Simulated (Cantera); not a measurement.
## Equilibrium for nitride etching: AlN + O₂ + H₂

A closed system holds: 1 mol AlN, a varied amount of O₂, 3.6 mol H₂, held at 873 K and 1000 Pa.

Cantera equilibrium calculation (NASA polynomials, part measured and part estimated; ideal gas, pure solids and liquids). Candidate condensed phases: Al, AlN, Al₂O₃, H₂O; 35 gas species. Equilibrium is a limit: real reactors are often held back by kinetics, nucleation or transport.

From 0.38 mol O₂ to 0.63 mol O₂ the condensed part is AlN(s) + Al₂O₃(s). From 1.1 mol O₂ to 14 mol O₂ the condensed part is Al₂O₃(s).

```json
[
 {"n(O₂) (mol)": "0.38", "x H₂": "0.934", "x H₂O": "7.95e-9", "x O₂": "<1e-12", "x N₂": "0.0657", "x NH₃": "3.51e-6", "n AlN(s)": "0.493", "n Al₂O₃(s)": "0.253"},
 {"n(O₂) (mol)": "0.63", "x H₂": "0.896", "x H₂O": "8.89e-9", "x O₂": "<1e-12", "x N₂": "0.104", "x NH₃": "4.15e-6", "n AlN(s)": "0.160", "n Al₂O₃(s)": "0.420"},
 {"n(O₂) (mol)": "1.1", "x H₂": "0.707", "x H₂O": "0.171", "x O₂": "<1e-12", "x N₂": "0.122", "x NH₃": "3.15e-6", "n AlN(s)": "0", "n Al₂O₃(s)": "0.500"},
 {"n(O₂) (mol)": "1.8", "x H₂": "0.366", "x H₂O": "0.512", "x O₂": "<1e-12", "x N₂": "0.122", "x NH₃": "1.17e-6", "n AlN(s)": "0", "n Al₂O₃(s)": "0.500"},
 {"n(O₂) (mol)": "3", "x H₂": "2.90e-11", "x H₂O": "0.791", "x O₂": "0.0989", "x N₂": "0.110", "x NH₃": "<1e-12", "n AlN(s)": "0", "n Al₂O₃(s)": "0.500"},
 {"n(O₂) (mol)": "5", "x H₂": "1.04e-11", "x H₂O": "0.550", "x O₂": "0.374", "x N₂": "0.0763", "x NH₃": "<1e-12", "n AlN(s)": "0", "n Al₂O₃(s)": "0.500"},
 {"n(O₂) (mol)": "8.3", "x H₂": "5.51e-12", "x H₂O": "0.365", "x O₂": "0.584", "x N₂": "0.0508", "x NH₃": "<1e-12", "n AlN(s)": "0", "n Al₂O₃(s)": "0.500"},
 {"n(O₂) (mol)": "14", "x H₂": "3.11e-12", "x H₂O": "0.232", "x O₂": "0.736", "x N₂": "0.0322", "x NH₃": "<1e-12", "n AlN(s)": "0", "n Al₂O₃(s)": "0.500"}
]
```
x: gas mole fraction; n: condensed amount in mol.
